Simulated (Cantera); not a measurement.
## Carbothermic reduction: Cu2O + CH4 + H2

A closed system holds: 1 mol Cu2O, 0.54 mol CH4, 17 mol H2, equilibrated at 1702 °C and 3.00 Torr.

Equilibrium computed with Cantera from the NASA thermochemical tables; the gas is ideal and each condensed phase is pure. Candidate condensed phases: C, C6H6, C7H8, C8H18, Cu, CuO, Cu(OH)2, Cu2O, H2O; 113 gas species. Kinetics and transport are ignored.

```
Property                                    Value
--------------------------------------  ---------
x(H2)                                       0.836
x(Cu)                                      0.0960
x(CO)                                      0.0258
x(H2O)                                     0.0219
x(H)                                       0.0198
x(CO2)                                   0.000150
x(OH)                                     4.93e-5
x(Cu2)                                    4.10e-5
gas amount                              20.83 mol
log10 activity of Cu(l) (absent)            -0.95
log10 activity of C(graphite) (absent)      -6.29
```
